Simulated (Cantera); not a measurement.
## Diamond growth

A diamond (100) surface in a fixed gas of H2 with x(CH4) = 0.021, x(H) = 0.02, at 1000 K, 0.148 atm; coverages are run to steady state.

Detailed kinetics in Cantera: the Harris–Goodwin 1993 mechanism for the reconstructed diamond (100) surface.

| x(CH3) | growth (µm/h) | θ c6HH | θ c6H* | θ c6*H | θ c6** | θ c6HM |
|---|---|---|---|---|---|---|
| 1e-06 | 0.0799 | 0.597 | 0.0189 | 0.375 | 0.00990 | 2.74e-5 |
| 2.1e-06 | 0.168 | 0.597 | 0.0189 | 0.375 | 0.00990 | 5.75e-5 |
| 4.5e-06 | 0.359 | 0.596 | 0.0189 | 0.374 | 0.00989 | 0.000123 |
| 9.7e-06 | 0.774 | 0.596 | 0.0189 | 0.374 | 0.00989 | 0.000265 |
| 2.1e-05 | 1.68 | 0.596 | 0.0189 | 0.374 | 0.00989 | 0.000574 |
| 4.4e-05 | 3.51 | 0.596 | 0.0189 | 0.374 | 0.00987 | 0.00120 |
| 9.3e-05 | 7.40 | 0.595 | 0.0189 | 0.373 | 0.00985 | 0.00253 |
| 0.0002 | 15.8 | 0.592 | 0.0188 | 0.372 | 0.00980 | 0.00543 |
| 0.00042 | 33.0 | 0.588 | 0.0186 | 0.369 | 0.00969 | 0.0113 |
θ: site fractions in the mechanism's names (c6HH fully hydrogenated, c6H* and c6*H radical sites, c6** diradical, c6HM methylated).
